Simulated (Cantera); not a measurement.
A perfectly stirred reactor is fed with H₂ : O₂ : N₂ : NO = 1 : 0.962 : 9.23 : 0.029 (molar parts), at 10.0 bar; it is adiabatic with a 575 K inlet, and is followed from long to short residence time, starting on the burning branch (τ in s: 0.21, 0.1, 0.049, 0.024, 0.012, 0.0057, 0.0028, 0.0013, 0.00066, 0.00032, 0.00016, 7.6e-05).

Model: GRI-Mech 3.0 (53 species, 325 reactions), integrated in Cantera. The hydrogen kinetics of GRI-Mech 3.0 are dated; newer H2 mechanisms differ, most at raised pressure. The mechanism lacks 2 NO + O2 → 2 NO2 and HONO, so NO2 and the effect of NO are under-described below about 1400 K.

What does this change do: 0.63 parts H2O added?


```csv
quantity,before,after
"blow-out, bracketed by the residence times tried","burning at 1.30 ms, out at 0.660 ms","burning at 2.80 ms, out at 1.30 ms"
x(H₂) at τ = 0.210 s,0.000155,0.000230
x(O₂) at τ = 0.210 s,0.0431,0.0407
x(NO) at τ = 0.210 s,0.00241,0.00217
x(H₂O₂) at τ = 0.210 s,5.08e-8,5.20e-8
x(H) at τ = 0.210 s,6.37e-8,4.70e-8
x(H₂) at τ = 2.80 ms,0.00352,0.0110
x(O₂) at τ = 2.80 ms,0.0448,0.0459
x(NO) at τ = 2.80 ms,0.00214,0.00165
x(H₂O₂) at τ = 2.80 ms,2.11e-6,7.81e-6
x(H) at τ = 2.80 ms,4.51e-6,2.50e-6
```
